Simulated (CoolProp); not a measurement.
The numbers come from the reference Helmholtz-energy equation of state, Thol 2022 in CoolProp.

Problem. For vinyl chloride, give the phase and the density (kg/m³), cv (kJ/(kg K)), Joule-Thomson coefficient (K/MPa) at 0.15 °C and 16.8 MPa; 0.15 °C and 19.6 MPa.

Solution. 
- 0.15 °C and 16.8 MPa: liquid; density 970, cv 0.914, Joule-Thomson coefficient -0.390
- 0.15 °C and 19.6 MPa: liquid; density 974, cv 0.916, Joule-Thomson coefficient -0.397
